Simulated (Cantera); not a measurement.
# Equilibrium for abatement and gas-phase synthesis: HBr + O₂

Feed: 1 mol HBr, 0.16 mol O₂, held at 0.200 bar.

These are equilibrium values from Cantera (NASA tables, ideal gas, pure condensed phases), not measurements of a reactor. Candidate condensed phases: Br₂, H₂O; 12 gas species. Kinetics and transport are ignored.

From 777 °C to 3177 °C nothing is condensed.

| T (°C) | log p Br | log p HBr | log p H₂O | log p Br₂ | log p H | log p O | log p H₂ | log p OH | log p O₂ |
|---|---|---|---|---|---|---|---|---|---|
| 777 | -2.60 | -1.15 | -1.20 | -1.21 | -11.67 | -12.65 | -7.16 | -8.20 | -6.95 |
| 977 | -1.85 | -1.16 | -1.21 | -1.26 | -9.45 | -9.56 | -6.27 | -6.38 | -4.81 |
| 1177 | -1.37 | -1.18 | -1.25 | -1.45 | -7.78 | -7.47 | -5.50 | -5.14 | -3.54 |
| 1377 | -1.14 | -1.21 | -1.30 | -1.86 | -6.38 | -6.14 | -4.67 | -4.35 | -3.11 |
| 1577 | -1.05 | -1.23 | -1.32 | -2.38 | -5.18 | -5.28 | -3.82 | -3.81 | -3.14 |
| 1777 | -1.03 | -1.26 | -1.33 | -2.88 | -4.18 | -4.65 | -3.07 | -3.40 | -3.28 |
| 1977 | -1.01 | -1.30 | -1.34 | -3.30 | -3.37 | -4.09 | -2.49 | -3.05 | -3.31 |
| 2177 | -0.98 | -1.39 | -1.37 | -3.64 | -2.76 | -3.53 | -2.12 | -2.71 | -3.16 |
| 2377 | -0.97 | -1.52 | -1.43 | -3.93 | -2.28 | -2.99 | -1.90 | -2.42 | -2.91 |
| 2577 | -0.96 | -1.67 | -1.54 | -4.21 | -1.90 | -2.53 | -1.78 | -2.20 | -2.69 |
| 2777 | -0.97 | -1.85 | -1.74 | -4.48 | -1.60 | -2.16 | -1.73 | -2.08 | -2.58 |
| 2977 | -1.00 | -2.07 | -2.06 | -4.75 | -1.38 | -1.90 | -1.78 | -2.07 | -2.59 |
| 3177 | -1.02 | -2.31 | -2.51 | -4.99 | -1.24 | -1.73 | -1.92 | -2.18 | -2.74 |
log p: log10 of the partial pressure in bar; nothing condenses.
